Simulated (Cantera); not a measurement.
What does this Cantera script print?

```python
import numpy as np
import cantera as ct

gas_names = """
    CL CL2 H HCL H2 Si SiCL SiCL2 SiCL3 SiCL4 SiH SiHCL3 SiH2 SiH2CL2 SiH3 SiH3CL SiH4 Si2 Si3
""".split()
cond_names = """
    Si(cr) Si(L)
""".split()


def load(file, names, dense=False):
    # The tables refer to 1 bar. Condensed volumes are neglected.
    table = {s.name: s for s in ct.Species.list_from_file(file)}
    out = []
    for n in names:
        d = dict(table[n].input_data)
        d["thermo"] = dict(d["thermo"], **{"reference-pressure": 1e5})
        if dense:
            d["equation-of-state"] = {"model": "constant-volume", "density": "1e6 g/cm^3"}
        out.append(ct.Species.from_dict(d))
    return out


gas = ct.Solution(thermo="ideal-gas", species=load("nasa_gas.yaml", gas_names))
cond = {s.name: ct.Solution(thermo="fixed-stoichiometry", species=[s], name=s.name)
        for s in load("nasa_condensed.yaml", cond_names, dense=True)}
atoms = {
    'Si': {'Si': 1},
    'HCl': {'H': 1, 'CL': 1},
    'H2': {'H': 2},
}
top_T = {}  # K; cautious upper limits of use, not melting points


def equilibrate(T, P, feed):
    n = {}
    for name, mol in feed.items():
        for a, k in atoms[name].items():
            n[a] = n.get(a, 0.0) + k * mol
    gas.TPX = T, P, n
    mass = sum(n.values()) * gas.mean_molecular_weight
    gas.equilibrate("TP")
    valid = [c for c in cond.values() if c.min_temp <= T <= top_T.get(c.name, c.max_temp)]
    mix = ct.Mixture([(gas, mass / gas.mean_molecular_weight)] + [(c, 0.0) for c in valid])
    mix.T, mix.P = T, P
    mix.equilibrate("TP", solver="vcs", rtol=1e-11, max_steps=5000)
    return mix


results = []
feed = {'Si': 1, 'HCl': 0.79, 'H2': 2.4}  # mol
P = 11000  # Pa
for T in [600, 650, 700, 750, 800, 850, 900, 950, 1000, 1050, 1100, 1150]:
    mix = equilibrate(T, P, feed)
    results.append((T, P, feed, dict(zip(mix.species_names, mix.species_moles))))

top = {s: max(r[3][s] / sum(r[3][g] for g in gas_names) for r in results) for s in gas_names}
cols = sorted((s for s in top if top[s] > 1e-05), key=lambda s: -top[s])[:7]
seen = [c for c in cond_names if any(r[3].get(c, 0) > 1e-12 for r in results)]
print("log10 of partial pressures in bar; condensed amounts in mol")
print(f"{'T/K':>10s}" + "".join(f"{s[:9]:>10s}" for s in cols + seen))
for T, P, feed, n in results:
    ng = sum(n[g] for g in gas_names)
    print(f"{T:10.4g}" + "".join(f"{np.log10(max(n[s] / ng * P / 1e5, 1e-99)):10.3f}" for s in cols)
          + "".join(f"{n.get(c, 0):10.4g}" for c in seen))
```

Result:

```
log10 of partial pressures in bar; condensed amounts in mol
       T/K        H2     SiCL4       HCL    SiHCL3     SiCL2     SiCL3   SiH2CL2    Si(cr)
       600    -0.991    -2.267    -5.216    -2.603    -9.796    -7.606    -4.239    0.7849
       650    -0.991    -2.265    -4.733    -2.613    -8.719    -6.896    -4.197    0.7853
       700    -0.991    -2.262    -4.321    -2.622    -7.797    -6.289    -4.164    0.7857
       750    -0.991    -2.261    -3.964    -2.632    -7.000    -5.764    -4.138    0.7864
       800    -0.992    -2.261    -3.654    -2.642    -6.305    -5.306    -4.116    0.7875
       850    -0.992    -2.262    -3.381    -2.653    -5.695    -4.904    -4.100    0.7891
       900    -0.993    -2.266    -3.141    -2.665    -5.155    -4.550    -4.087    0.7913
       950    -0.995    -2.274    -2.927    -2.680    -4.675    -4.237    -4.080    0.7945
      1000    -0.997    -2.288    -2.738    -2.699    -4.248    -3.960    -4.077    0.7987
      1050    -1.000    -2.310    -2.569    -2.724    -3.868    -3.718    -4.081    0.8037
      1100    -1.003    -2.344    -2.421    -2.757    -3.530    -3.508    -4.092    0.8092
      1150    -1.008    -2.394    -2.291    -2.803    -3.231    -3.332    -4.114    0.8145
```

Cantera equilibrium calculation (NASA polynomials, part measured and part estimated; ideal gas, pure solids and liquids). The tables' values for SiCl3 are old estimates; treat these amounts as uncertain.
